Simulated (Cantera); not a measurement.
Feed: 1 mol CaCO3, 0.25 mol CO2, 0.012 mol O2, held at 1848 K and 0.0390 bar.

Equilibrium computed with Cantera from the NASA thermochemical tables; the gas is ideal and each condensed phase is pure. Candidate condensed phases: C, Ca, CaCO3, CaO; 15 gas species. Rates play no part.

Base state: CO2 0.971, O2 0.0159, CO 0.0130, O 0.000121 (mole fractions); condensed: CaO(s).

Problem. What changes in the equilibrium state with this change: O2 from 0.012 to 0.044 mol?

Solution. 
```csv
species,before,after
CO2,0.971,0.954
O2,0.0159,0.0379
CO,0.0130,0.00828
O,0.000121,0.000187
"CaO(s), mol",1.00,1.00
```
